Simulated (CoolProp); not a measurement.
A closed Brayton cycle with carbon dioxide: compressor inlet 323.15 K and 8.6 MPa, high pressure 21.4 MPa, turbine inlet 625 K, compressor efficiency 0.89, turbine efficiency 0.9, recuperator effectiveness 0.95 (on enthalpy, no pinch check). Each further row changes one setting.

The numbers come from the reference Helmholtz-energy equation of state, Span 1996 in CoolProp.

| case | thermal efficiency (%) | net work (kJ/kg) | compressor to turbine work | compressor exit (K) | turbine exit (K) |
|---|---|---|---|---|---|
| as stated | 25.9 | 44.8 | 0.48 | 394.5 | 531.0 |
| turbine inlet 575 K | (withheld) | 35.4 | 0.54 | 394.5 | 484.5 |
| compressor inlet 333.15 K | 23.9 | 38.4 | 0.55 | 411.3 | 531.0 |
| high pressure 18.2 MPa | 25.9 | (withheld) | 0.45 | 381.6 | 547.5 |
| recuperator effectiveness 0.5 | (withheld) | 44.8 | 0.48 | 394.5 | 531.0 |

Task: What belongs in the gaps?

Result: 
- turbine inlet 575 K, thermal efficiency (%): 22.0
- high pressure 18.2 MPa, net work (kJ/kg): 39.6
- recuperator effectiveness 0.5, thermal efficiency (%): 18.3
